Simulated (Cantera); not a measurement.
**H2O + H2 + N2 (abatement and gas-phase synthesis)**

Feed: 1 mol H2O, 1.3 mol H2, a varied amount of N2, held at 2950 °C and 720 Torr.

Method: chemical equilibrium by Gibbs-energy minimisation in Cantera with the NASA 1993 tables (ideal gas, pure condensed phases). Candidate condensed phases: H2O; 24 gas species. Equilibrium is a limit: real reactors are often held back by kinetics, nucleation or transport.

```tsv
n(N2) (mol)	log p N2	log p H2	log p H2O	log p H	log p OH	log p O
0.73	-0.70	-0.50	-0.68	-0.77	-1.37	-1.87
1.2	-0.54	-0.56	-0.75	-0.80	-1.41	-1.88
2.1	-0.39	-0.65	-0.87	-0.85	-1.47	-1.89
3.6	-0.28	-0.78	-1.02	-0.91	-1.56	-1.92
6.3	-0.19	-0.94	-1.22	-0.99	-1.68	-1.96
11	-0.13	-1.13	-1.47	-1.09	-1.83	-2.01
18	-0.09	-1.33	-1.73	-1.19	-1.99	-2.08
31	-0.07	-1.57	-2.05	-1.31	-2.20	-2.17
```
log p: log10 of the partial pressure in bar; nothing condenses.

From 0.73 mol N2 to 31 mol N2 nothing is condensed.
